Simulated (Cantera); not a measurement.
An isothermal, constant-pressure homogeneous reactor starts with H2 : O2 : N2 = 0.86 : 1 : 1.2 (molar parts), at 923 K and 0.987 atm.

Computed with Cantera and GRI-Mech 3.0 (53 species, 325 reactions). Below about 950 K walls govern HO2 and H2O2 in real vessels. The temperature is held fixed by assumption; the heat of reaction is taken as removed at once.

x: mole fraction; the columns are a selection and need not sum to one.

```tsv
t (s)	x H2	x O2	x O	x OH	x H	x H2O2
0.000800	0.281	0.327	1.80e-11	4.66e-12	7.96e-11	6.85e-10
0.00163	0.281	0.327	2.26e-11	5.89e-12	1.00e-10	3.02e-9
0.00333	0.281	0.327	3.49e-11	9.19e-12	1.55e-10	1.39e-8
0.00679	0.281	0.327	7.67e-11	2.07e-11	3.40e-10	7.27e-8
0.0139	0.281	0.327	3.13e-10	8.82e-11	1.39e-9	5.54e-7
0.0283	0.281	0.327	2.47e-9	7.99e-10	1.10e-8	9.97e-6
0.0577	0.281	0.327	2.10e-8	8.69e-9	9.40e-8	0.000162
0.118	0.272	0.323	1.19e-7	7.12e-8	5.43e-7	0.00143
0.240	___	0.309	___	8.90e-8	___	___
0.490	___	0.286	___	8.79e-8	___	___
1.00	0.0970	0.254	6.27e-8	1.02e-7	1.47e-7	0.00137
```

### Question
Some entries are withheld; supply them.

### Answer

- 0.240, x H2: 0.238
- 0.240, x O: 1.07e-7
- 0.240, x H: 4.62e-7
- 0.240, x H2O2: 0.00228
- 0.490, x H2: 0.180
- 0.490, x O: 7.72e-8
- 0.490, x H: 2.81e-7
- 0.490, x H2O2: 0.00207
